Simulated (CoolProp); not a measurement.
Chloromethane (R40) along the isotherm -38.15 °C: density (kg/m³) from the reference equation and from simpler models built on Tc = 145.5 °C, pc = 6929 kPa, ω = 0.150; each cubic takes its own stable root.

Model: reference Helmholtz-energy equation of state, Thol 2014, in CoolProp.

```csv
p (kPa),phase,reference
289,liquid,1028
577,liquid,1028
866,liquid,1028
1150,liquid,1029
1440,liquid,1029
1730,liquid,1030
2020,liquid,1030
2310,liquid,1030
2600,liquid,1031
2890,liquid,1031
3180,liquid,1031
```

Q: How far does each simpler model (van der Waals, Peng-Robinson) lie from the reference over these 11 states: mean and median of the absolute difference, and the worst?

A: 
- van der Waals: mean 43.6 %, median 38.1 %, worst -99.2 % at -38.15 °C and 289 kPa
- Peng-Robinson: mean 4.1 %, median 4.1 %, worst +4.1 % at -38.15 °C and 289 kPa

At some of these states van der Waals gives the other phase, because its saturation line lies elsewhere.
